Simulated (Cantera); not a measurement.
Cantera run:

```python
import numpy as np
import cantera as ct

gas_names = [...]  # 116 gases of nasa_gas.yaml made of C, H, Mg, O
cond_names = """
    C(gr) C6H6(L) C7H8(L) C8H18(L),n-octa H2O(s) H2O(L) Mg(cr) Mg(L) MgCO3(s) MgO(s) MgO(L) MgO2H2(s)
""".split()


# ... load() reads the species with a 1 bar reference pressure and builds the phases ...
atoms = {
    'MgO': {'Mg': 1, 'O': 1},
    'CH4': {'C': 1, 'H': 4},
    'CO': {'C': 1, 'O': 1},
}
top_T = {'C(gr)': 4500}  # K; cautious upper limits of use, not melting points


# ... equilibrate(T, P, feed) seeds the gas with the atoms and calls Mixture.equilibrate('TP', solver="vcs", rtol=1e-11, max_steps=5000) ...
results = []
feed = {'MgO': 1, 'CH4': 0.45, 'CO': 0.74}  # mol
P = 24000  # Pa
for T in [1548, 1573, 1598, 1623, 1648, 1673, 1698, 1723, 1748, 1773, 1798, 1823, 1848]:
    mix = equilibrate(T, P, feed)
    results.append((T, P, feed, dict(zip(mix.species_names, mix.species_moles))))

top = {s: max(r[3][s] / sum(r[3][g] for g in gas_names) for r in results) for s in gas_names}
cols = sorted((s for s in top if top[s] > 0.001), key=lambda s: -top[s])[:5]
seen = [c for c in cond_names if any(r[3].get(c, 0) > 1e-12 for r in results)]
print("log10 of partial pressures in bar; condensed amounts in mol")
print(f"{'T/K':>10s}" + "".join(f"{s[:9]:>10s}" for s in cols + seen))
for T, P, feed, n in results:
    ng = sum(n[g] for g in gas_names)
    print(f"{T:10.4g}" + "".join(f"{np.log10(max(n[s] / ng * P / 1e5, 1e-99)):10.3f}" for s in cols)
          + "".join(f"{n.get(c, 0):10.4g}" for c in seen))
```

Result:

```
log10 of partial pressures in bar; condensed amounts in mol
       T/K        H2        CO        Mg     C(gr)    MgO(s)
      1548    -0.881    -0.965    -4.600    0.4497    0.9998
      1573    -0.881    -0.965    -4.268    0.4495    0.9996
      1598    -0.881    -0.965    -3.948    0.4491    0.9992
      1623    -0.881    -0.965    -3.637    0.4483    0.9984
      1648    -0.882    -0.965    -3.337    0.4467    0.9968
      1673    -0.884    -0.965    -3.045    0.4436    0.9938
      1698    -0.887    -0.965    -2.763    0.4378     0.988
      1723    -0.893    -0.964    -2.489    0.4269    0.9771
      1748    -0.903    -0.963    -2.224    0.4066    0.9568
      1773    -0.922    -0.961    -1.967    0.3683    0.9186
      1798    -0.957    -0.958    -1.720    0.2938    0.8442
      1823    -1.022    -0.953    -1.481    0.1363    0.6867
      1848    -1.071    -0.949    -1.373         0    0.5503
```

Equilibrium computed with Cantera from the NASA thermochemical tables; the gas is ideal and each condensed phase is pure. The tables' values for MgH are old estimates; treat these amounts as uncertain.
